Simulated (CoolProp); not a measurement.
Vapour-liquid equilibrium of benzene (1) + m-xylene (2) at 14.7 bar; x and y are mole fractions of (1).

Computed with CoolProp (multi-fluid Helmholtz-energy mixture model, Thol 2012 and Zhou 2012; pair parameters Bell 2016).

```csv
x,"bubble temperature, mixture model (K)","bubble temperature, Raoult's law (K)","y, mixture model","y, Raoult's law"
0.05,544.6,543.4,0.095,0.132
0.15,534.9,532.2,0.267,0.343
0.25,525.9,522.4,0.415,0.503
0.35,517.4,513.7,0.541,0.626
0.45,509.5,505.9,0.648,0.722
0.55,502.1,499.0,0.738,0.798
0.65,495.2,492.7,0.815,0.860
0.75,488.8,486.9,0.879,0.910
0.85,482.8,481.6,0.934,0.951
0.95,477.2,476.8,0.980,0.985
```

The largest gap from Raoult's law is +3.7 K in bubble temperature, at x = 0.35. No azeotrope shows between x = 0.05 and 0.95.

The pair parameters rest on a limited set of measurements; away from them the model extrapolates.
